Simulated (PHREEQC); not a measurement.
A solution holds 0.0056 mol Na2SeO4 and 0.0033 mol H3PO4 per kg of water, at 25 °C. Closed to the air; pH follows from the charge balance.

Model: ion-association model, wateq4f.dat, run in PHREEQC.

Precipitation was switched off in this run.

**Question.** What pH does the model give?

**Answer.** pH 2.69.

**Question.** In which forms is P present?

**Answer.** H2PO4- 79 %, H3PO4 21 % of the P.

Complexes and solids missing from the database can't appear. H3PO4, which wateq4f.dat lacks, is added to it with the constant of phreeqc.dat.
